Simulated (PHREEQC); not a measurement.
PHREEQC input (ion-association model, wateq4f.dat):

```
SOLUTION_MASTER_SPECIES
  An  An-  0  An  62.0  # stands for a non-complexing anion
SOLUTION_SPECIES
  An- = An-
    -log_k 0
    -gamma 3.0 0
PHASES
  Fix_H+
    H+ = H+
    -log_k 0
SOLUTION 1
  temp 25
  units mmol/kgw
  pH 7 charge
  Na 100
  An 100
END
SELECTED_OUTPUT 1
  -reset false
  -pH true
  -pe true
  -ionic_strength true
  -water true
  -totals Na
  -molalities Hfo_wOH Hfo_wOH2+ Hfo_wO- Hfo_sOH Hfo_sOH2+ Hfo_sO-
USER_PUNCH 1
  -headings sigma psi
  10 PUNCH EDL("sigma", "Hfo"), EDL("psi", "Hfo")
PRINT
  -reset false
USE solution 1
SURFACE 1
  Hfo_wOH 0.000224719 600 0.1
  Hfo_sOH 5.61798e-06
EQUILIBRIUM_PHASES 1
  Fix_H+ -3 HAn 10
    -force_equality true
  O2(g) -0.68 10
END
# ... the last block is repeated for the other 12 points of pH, with NaOH or the acid as the point needs
```

Selected output (columns that matter, 11 of 13 rows; pH added in front):

```
pH	mu	Na	m_Hfo_wOH	m_Hfo_wOH2+	m_Hfo_wO-	m_Hfo_sOH	m_Hfo_sOH2+	m_Hfo_sO-	sigma	psi
3	0.10132	0.1	4.3027e-06	0.00022041	1.9242e-09	1.0757e-07	5.5104e-06	4.8104e-11	0.36333	0.15265
3.67	0.10037	0.1	1.7002e-05	0.00020768	3.1887e-08	4.2506e-07	5.1921e-06	7.9716e-10	0.3423	0.14985
4.33	0.10015	0.1	4.7836e-05	0.00017659	2.9686e-07	1.1959e-06	4.4147e-06	7.4215e-09	0.2906	0.14155
5.67	0.10005	0.1	0.00013023	9.0185e-05	4.3079e-06	3.2557e-06	2.2546e-06	1.077e-07	0.14156	0.10527
6.33	0.10003	0.1	0.00015482	6.0882e-05	9.019e-06	3.8705e-06	1.522e-06	2.2548e-07	0.085492	0.080768
7	0.10001	0.1	0.00016725	4.2325e-05	1.5141e-05	4.1813e-06	1.0581e-06	3.7852e-07	0.044811	0.052458
7.67	0.1	0.1	0.00017183	3.1249e-05	2.1644e-05	4.2957e-06	7.8122e-07	5.4111e-07	0.015833	0.021311
8.33	0.1	0.10001	0.00017234	2.3832e-05	2.855e-05	4.3084e-06	5.9579e-07	7.1375e-07	-0.0077775	-0.010694
9.67	0.10008	0.10011	0.00016008	1.093e-05	5.3709e-05	4.002e-06	2.7325e-07	1.3427e-06	-0.070519	-0.071832
10.33	0.10032	0.10036	0.00013994	5.6708e-06	7.911e-05	3.4985e-06	1.4177e-07	1.9777e-06	-0.12106	-0.097472
11	0.10137	0.10143	0.00010521	2.1611e-06	0.00011734	2.6303e-06	5.4028e-08	2.9336e-06	-0.18987	-0.11965
```

Species that the database lacks are ignored. The oxide is taken as insoluble; below pH 4 it would dissolve.
